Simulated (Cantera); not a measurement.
A perfectly stirred reactor is fed with 9.02 % CH4, 1.53 % H2, 18.8 % O2, 70.7 % N2, equivalence ratio 1.0, at 7.90 atm; it is adiabatic with a 675 K inlet, and is followed from long to short residence time, starting on the burning branch (τ in s: 0.063, 0.03, 0.015, 0.0072, 0.0035, 0.0017, 0.00083, 0.0004, 0.0002, 9.5e-05, 4.6e-05, 2.3e-05).

Cantera simulation using GRI-Mech 3.0 (53 species, 325 reactions); the numbers are that mechanism's predictions, not measurements.

Predict: blow-out, bracketed by the residence times tried; x(CH4) at τ = 63.0 ms; x(H2) at τ = 63.0 ms; x(O2) at τ = 63.0 ms; x(CH2) at τ = 63.0 ms; x(H2O) at τ = 63.0 ms; x(CH4) at τ = 0.830 ms; x(H2) at τ = 0.830 ms; x(O2) at τ = 0.830 ms; x(CH2) at τ = 0.830 ms; x(H2O) at τ = 0.830 ms.


- blow-out, bracketed by the residence times tried = burning at 23.0 µs, the shortest tried
- x(CH4) at τ = 63.0 ms = 5.92e-7
- x(H2) at τ = 63.0 ms = 0.00486
- x(O2) at τ = 63.0 ms = 0.00546
- x(CH2) at τ = 63.0 ms = 3.01e-8
- x(H2O) at τ = 63.0 ms = 0.188
- x(CH4) at τ = 0.830 ms = 3.12e-5
- x(H2) at τ = 0.830 ms = 0.00622
- x(O2) at τ = 0.830 ms = 0.00868
- x(CH2) at τ = 0.830 ms = 1.70e-6
- x(H2O) at τ = 0.830 ms = 0.185
